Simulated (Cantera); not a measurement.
# Silicon epitaxy and polysilicon growth: Si₂H₆ + N₂ + HCl

A closed system holds: 1 mol Si₂H₆, 5.3 mol N₂, 0.31 mol HCl, equilibrated at 1423 K and 0.400 bar.

Equilibrium computed with Cantera from the NASA thermochemical tables; the gas is ideal and each condensed phase is pure. Candidate condensed phases: NH₄Cl, Si, Si₃N₄; 28 gas species. The feed counts by its element totals alone. N₂ is the only nitrogen source here; it is nearly inert below about 1500 K, so the nitride shown seldom forms there in practice. Rates play no part.

```json
{
 "x(N₂)": "0.545",
 "x(H₂)": "0.412",
 "x(HCl)": "0.0425",
 "x(SiCl₂)": "1.65e-5",
 "x(H)": "6.74e-6",
 "x(NH₃)": "6.18e-6",
 "x(SiCl₃)": "2.90e-6",
 "x(SiCl₄)": "2.02e-6",
 "x(SiHCl₃)": "1.52e-6",
 "n(Si₃N₄(s))": "0.667 mol",
 "gas_amount": "7.277 mol",
 "log10 activity of Si(s) (absent)": "-2.90"
}
```
